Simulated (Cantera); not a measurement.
A closed system holds: 1 mol PbO, 0.54 mol CO, 16 mol N2, equilibrated at 1498 K and 14.0 mbar.

Method: chemical equilibrium by Gibbs-energy minimisation in Cantera with the NASA 1993 tables (ideal gas, pure condensed phases). Candidate condensed phases: C, Pb, PbO, PbO2, Pb3O4; 27 gas species. Gases not in the tables: (PbO)n polymers. Equilibrium is a limit: real reactors are often held back by kinetics, nucleation or transport.

Base state: N2 0.911, Pb 0.0327, CO2 0.0307, PbO 0.0243, O2 0.000939, NO 8.71e-5, CO 4.02e-5 (mole fractions); condensed: gas only.

**Question.** What changes in the equilibrium state with this change: temperature from 1498 K to 800 K?

**Answer.** 
```tsv
species	before	after
N2	0.911	0.967
CO2	0.0307	0.0326
Pb	0.0327	4.39e-6
PbO	0.0243	5.00e-9
O2	0.000939	<1e-9
NO	8.71e-5	<1e-9
CO	4.02e-5	4.88e-7
Pb(l), mol	0	0.540
PbO(yellow), mol	0	0.460
```

**Question.** What changes in the equilibrium state with this change: CO from 0.54 to 0.71 mol?

**Answer.** 
```tsv
species	before	after
N2	0.911	0.903
Pb	0.0327	0.0405
CO2	0.0307	0.0400
PbO	0.0243	0.0159
O2	0.000939	0.000262
CO	4.02e-5	9.92e-5
NO	8.71e-5	4.58e-5
```

**Question.** What changes in the equilibrium state with this change: temperature from 1498 K to 2400 K?

**Answer.** 
| species | before | after |
|---|---|---|
| N2 | 0.911 | 0.887 |
| Pb | 0.0327 | 0.0525 |
| CO | 4.02e-5 | 0.0182 |
| PbO | 0.0243 | 0.00309 |
| O2 | 0.000939 | 0.0135 |
| CO2 | 0.0307 | 0.0118 |
| O | 1.02e-6 | 0.00852 |
| NO | 8.71e-5 | 0.00515 |
